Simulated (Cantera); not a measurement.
An adiabatic, constant-volume homogeneous reactor starts with CH₄ : C₂H₆ : C₃H₈ : O₂ : N₂ = 1 : 0.2 : 0.19 : 3.04 : 11.4 (molar parts), at 1200 K and 1.00 bar.

Cantera simulation using GRI-Mech 3.0 (53 species, 325 reactions); the numbers are that mechanism's predictions, not measurements. GRI-Mech 3.0 was tuned for natural gas; its chemistry of propane as a main component is partial and can be far from experiment.

**Question.** Predict: time of steepest temperature rise; temperature at 2.00 s; equilibrium temperature; x(NO) at 2.00 s; x(OH) at 2.00 s.

**Answer.** 
| Item | Value |
|---|---|
| time of steepest temperature rise | 2.96 ms |
| temperature at 2.00 s | 2873 K |
| equilibrium temperature | 2873 K |
| x(NO) at 2.00 s | 0.00702 (gas-phase equilibrium 0.00702) |
| x(OH) at 2.00 s | 0.0167 (gas-phase equilibrium 0.0167) |
